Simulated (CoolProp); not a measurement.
Values from CoolProp's reference Helmholtz-energy equation of state, Gedanitz 2015.

### Question
Give the vapour pressure (bar), liquid density (kg/m³), vapour density (kg/m³), enthalpy of vaporisation (kJ/kg) of saturated cyclopentane at 3.85, 17.15, 21.55 °C.

### Answer
| T (°C) | p (bar) | liquid density (kg/m³) | vapour density (kg/m³) | enthalpy of vaporisation (kJ/kg) |
|---|---|---|---|---|
| 3.85 | 0.171 | 761 | 0.525 | 421 |
| 17.15 | 0.308 | 748 | 0.908 | 412 |
| 21.55 | 0.369 | 744 | 1.07 | 409 |
